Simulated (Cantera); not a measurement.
An isothermal, constant-pressure homogeneous reactor starts with N₂O : N₂ = 1 : 6.6 (molar parts), at 1600 K and 13300 Pa. Integrator tolerance rtol = 1e-08.

Detailed kinetics in Cantera: GRI-Mech 3.0 (53 species, 325 reactions). GRI-Mech 3.0 was tuned for natural gas; its chemistry of N2O as a main component is partial and can be far from experiment. The temperature is held fixed by assumption; the heat of reaction is taken as removed at once.

Question: What does this change do: temperature 1600 to 1473 K?

Answer: 
| quantity | before | after |
|---|---|---|
| x(N₂O) at 100 s | 3.97e-7 (gas-phase equilibrium 2.72e-8) | 2.37e-7 (gas-phase equilibrium 1.56e-8) |
| x(O₂) at 100 s | 0.0450 (gas-phase equilibrium 0.0611) | 0.0482 (gas-phase equilibrium 0.0614) |
| x(NO) at 100 s | 0.0333 (gas-phase equilibrium 0.00114) | 0.0270 (gas-phase equilibrium 0.000634) |
| x(O) at 100 s | 8.52e-6 (gas-phase equilibrium 9.88e-6) | 1.69e-6 (gas-phase equilibrium 1.91e-6) |
| x(N₂) at 100 s | 0.922 (gas-phase equilibrium 0.938) | 0.925 (gas-phase equilibrium 0.938) |
| x(NO₂) at 100 s | 2.26e-5 (gas-phase equilibrium 9.05e-7) | 2.74e-5 (gas-phase equilibrium 7.27e-7) |

Question: What does this change do: pressure from 13300 Pa to 680 Pa?

Answer: 
| quantity | before | after |
|---|---|---|
| x(N₂O) at 100 s | 3.97e-7 (gas-phase equilibrium 2.72e-8) | 3.89e-7 (gas-phase equilibrium 6.14e-9) |
| x(O₂) at 100 s | 0.0450 (gas-phase equilibrium 0.0611) | 0.0435 (gas-phase equilibrium 0.0611) |
| x(NO) at 100 s | 0.0333 (gas-phase equilibrium 0.00114) | 0.0364 (gas-phase equilibrium 0.00114) |
| x(O) at 100 s | 8.52e-6 (gas-phase equilibrium 9.88e-6) | 3.74e-5 (gas-phase equilibrium 4.38e-5) |
| x(N₂) at 100 s | 0.922 (gas-phase equilibrium 0.938) | 0.920 (gas-phase equilibrium 0.938) |
| x(NO₂) at 100 s | 2.26e-5 (gas-phase equilibrium 9.05e-7) | 5.45e-6 (gas-phase equilibrium 2.04e-7) |
Radical loss at walls, strong at low pressure, is not modelled.

Question: What does this change do: temperature 1600 to 1325 K?

Answer: 
```tsv
quantity	before	after
x(N₂O) at 100 s	3.97e-7 (gas-phase equilibrium 2.72e-8)	9.59e-8 (gas-phase equilibrium 7.20e-9)
x(O₂) at 100 s	0.0450 (gas-phase equilibrium 0.0611)	0.0526 (gas-phase equilibrium 0.0616)
x(NO) at 100 s	0.0333 (gas-phase equilibrium 0.00114)	0.0182 (gas-phase equilibrium 0.000276)
x(O) at 100 s	8.52e-6 (gas-phase equilibrium 9.88e-6)	1.74e-7 (gas-phase equilibrium 1.88e-7)
x(N₂) at 100 s	0.922 (gas-phase equilibrium 0.938)	0.929 (gas-phase equilibrium 0.938)
x(NO₂) at 100 s	2.26e-5 (gas-phase equilibrium 9.05e-7)	3.26e-5 (gas-phase equilibrium 5.34e-7)
```
The mechanism lacks the step 2 NO + O2 → 2 NO2, which can matter for NO2 below about 1400 K.
